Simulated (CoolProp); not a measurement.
Vapour-liquid equilibrium of acetone (1) + dimethyl carbonate (2) at 6.89 bar; x and y are mole fractions of (1).

Computed with CoolProp (multi-fluid Helmholtz-energy mixture model, Lemmon 2006 and Zhou 2011; pair parameters Bell 2016).

```csv
x,bubble temperature (K),y at the bubble point,dew temperature at overall composition x (K),liquid density (mol/L)
0.05,435.0,0.100,[?],9.621
0.15,429.7,[?],433.5,[?]
0.25,425.0,0.404,430.2,9.984
0.35,420.8,[?],426.9,10.16
0.45,[?],0.620,423.3,10.34
0.55,413.3,0.709,419.6,10.51
0.65,409.8,0.787,415.7,10.69
0.75,406.5,0.858,[?],[?]
0.85,403.4,0.920,406.9,11.05
0.95,400.4,0.975,401.8,11.23
```

Question: What belongs in the gaps?

Answer: 
- 0.05, dew temperature at overall composition x (K): 436.5
- 0.15, y at the bubble point: 0.267
- 0.15, liquid density (mol/L): 9.805
- 0.35, y at the bubble point: 0.520
- 0.45, bubble temperature (K): 416.9
- 0.75, dew temperature at overall composition x (K): 411.5
- 0.75, liquid density (mol/L): 10.87

No azeotrope shows between x = 0.05 and 0.95.

The pair parameters rest on a limited set of measurements; away from them the model extrapolates. The gap from Raoult's law changes sign with composition, which may be real or a fault of the pair parameters; it wasn't checked against measurements.
